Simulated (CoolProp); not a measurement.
C2F6 (R116) at 248.4 K and 0.682 MPa is throttled through a valve to 0.407 MPa with no heat exchange. Each further row changes one setting.

Computed with CoolProp (reference Helmholtz-energy equation of state, Lemmon 2006). It is a short technical equation, of lower accuracy than the large ones.

```tsv
case	temperature change (K)	final density (kg/m³)
as stated	[?]	[?]
outlet pressure 0.122 MPa	[?]	[?]
outlet pressure 0.529 MPa	[?]	40.4
```

Task: What belongs in the gaps?

Result: 
- as stated, temperature change (K): -4.6
- as stated, final density (kg/m³): 30.4
- outlet pressure 0.122 MPa, temperature change (K): -9.2
- outlet pressure 0.122 MPa, final density (kg/m³): 8.70
- outlet pressure 0.529 MPa, temperature change (K): -2.6
